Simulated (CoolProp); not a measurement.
Toluene at 446 K and 0.789 MPa is throttled through a valve to 0.421 MPa with no heat exchange. Each further row changes one setting.

Computed with CoolProp (reference Helmholtz-energy equation of state, Lemmon 2006). It is a short technical equation, of lower accuracy than the large ones.

| case | temperature change (K) | final phase | final density (kg/m³) |
|---|---|---|---|
| as stated | -3.2 | two-phase, vapour fraction 0.023 | 304 |
| outlet pressure 0.126 MPa | -54.4 | two-phase, vapour fraction 0.328 | 11.3 |
| outlet pressure 0.547 MPa | +0.0 | liquid | 711 |
